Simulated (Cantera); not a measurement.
An isothermal, constant-pressure homogeneous reactor starts with C₂H₆ : N₂ = 1.3 : 28 (molar parts), at 1025 K and 20.0 Torr.

Computed with Cantera and GRI-Mech 3.0 (53 species, 325 reactions). GRI-Mech 3.0 stops at C3 and has no aromatics, soot or wall deposition, so with more carbon than oxygen in the feed, carbon stays in small species such as C2H2 where larger ones or solid carbon would form. Radical loss at walls, strong at low pressure, is not modelled.

One state of this run: x C₂H₆ = 0.0132; x CH₃ = 1.57e-6; x HCN = <1e-12; x H₂ = 0.0288; x C₂H = <1e-12. x: mole fraction; the columns are a selection and need not sum to one.

Q: Which value of t (s) does it belong to?
A) 39.9
B) 0.00252
C) 200
D) 7.96

A: D, 7.96
